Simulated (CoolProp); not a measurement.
A single-stage vapour-compression cycle with CH3F (R41): evaporating at 276.15 K (dew point), condensing at 304.15 K (bubble point), superheat 2 K, subcooling 2 K, compressor efficiency 0.7, no pressure losses. Each further row changes one setting.

Values from CoolProp's reference Helmholtz-energy equation of state, Lemmon 2006. It is a short technical equation, of lower accuracy than the large ones.

| case | cooling COP | pressure ratio | discharge temperature (K) | refrigerating effect (kJ/kg) | volumetric capacity (kJ/m³) |
|---|---|---|---|---|---|
| as stated | 4.97 | 1.99 | 334.5 | 252 | 11500 |
| evaporating temperature 281.15 K | 6.28 | 1.74 | 328.2 | 249 | 13200 |
| condensing temperature 299.15 K | 6.43 | 1.77 | 324.4 | 268 | 12200 |
| subcooling 7 K | 5.33 | 1.99 | 334.5 | 270 | 12300 |
| superheat 12 K | 4.87 | 1.99 | 347.8 | 273 | 11300 |
| compressor efficiency 0.6 | 4.26 | 1.99 | 338.6 | 252 | 11500 |
